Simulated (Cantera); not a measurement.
A perfectly stirred reactor is fed with 4.41 % CH3OH, 11.8 % O2, 83.8 % N2, at 1000000 Pa; it is adiabatic with a 425 K inlet, and is followed from long to short residence time, starting on the burning branch (τ in s: 0.29, 0.13, 0.061, 0.028, 0.013, 0.006, 0.0027, 0.0013, 0.00058, 0.00027, 0.00012, 5.7e-05).

Cantera simulation using GRI-Mech 3.0 (53 species, 325 reactions); the numbers are that mechanism's predictions, not measurements. GRI-Mech 3.0 was tuned for natural gas; its chemistry of methanol as a main component is partial and can be far from experiment.

Problem. Predict: blow-out, bracketed by the residence times tried; x(CH3OH) at τ = 0.290 s; x(O2) at τ = 0.290 s; x(CO2) at τ = 0.290 s; x(CH3OH) at τ = 2.70 ms; x(O2) at τ = 2.70 ms.

Solution. 
- blow-out, bracketed by the residence times tried = burning at 28.0 ms, out at 13.0 ms
- x(CH3OH) at τ = 0.290 s = 5.91e-5
- x(O2) at τ = 0.290 s = 0.0517
- x(CO2) at τ = 0.290 s = 0.0415
- x(CH3OH) at τ = 2.70 ms = 0.0441
- x(O2) at τ = 2.70 ms = 0.118
